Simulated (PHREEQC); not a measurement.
**Polishing slurry liquid: an equilibrium model**

Consider water at 25 °C with 0.25 mol TMAH and 0.00049 mol H3BO3 per kg of water. Closed to the air; pH follows from the charge balance.

Computed with PHREEQC (ion-association model, phreeqc.dat).

No solid was allowed to form.

### Question
Estimate the pH.

### Answer
pH 13.23.

Complexes and solids missing from the database can't appear. (CH3)4N+ isn't in the database: it is added as a free cation with an ion size of 4 Å.
